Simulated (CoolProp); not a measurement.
Vapour-liquid equilibrium of CHF3 (R23) (1) + R143a (2) at -49.75 °C; x and y are mole fractions of (1).

Model: multi-fluid Helmholtz-energy mixture model, Penoncello 2003 and Lemmon and Jacobsen 2000; pair parameters Bell 2016, in CoolProp.

| x | bubble pressure (MPa) | y at the bubble point | dew pressure at overall composition x (MPa) | liquid density (mol/L) |
|---|---|---|---|---|
| 0.05 | 0.1056 | ? | 0.09357 | 14.16 |
| 0.125 | 0.1319 | ? | 0.09983 | 14.46 |
| 0.2 | 0.1606 | 0.542 | 0.1070 | 14.77 |
| 0.275 | 0.1909 | 0.649 | 0.1154 | ? |
| 0.35 | 0.2221 | 0.728 | 0.1252 | 15.41 |
| 0.425 | 0.2535 | 0.787 | 0.1369 | 15.75 |
| 0.5 | 0.2848 | 0.833 | 0.1511 | 16.09 |
| 0.575 | 0.3154 | 0.870 | 0.1687 | 16.45 |
| 0.65 | 0.3455 | 0.900 | 0.1911 | 16.82 |
| 0.725 | 0.3750 | 0.925 | 0.2207 | 17.20 |
| 0.8 | 0.4042 | 0.948 | 0.2614 | 17.60 |
| 0.875 | 0.4335 | 0.968 | 0.3201 | 18.02 |
| 0.95 | 0.4633 | 0.987 | 0.4072 | 18.46 |

**Question.** What belongs in the gaps?

**Answer.** 
- 0.05, y at the bubble point: 0.186
- 0.125, y at the bubble point: 0.394
- 0.275, liquid density (mol/L): 15.09

No azeotrope shows between x = 0.05 and 0.95.

The pair parameters rest on a limited set of measurements; away from them the model extrapolates.
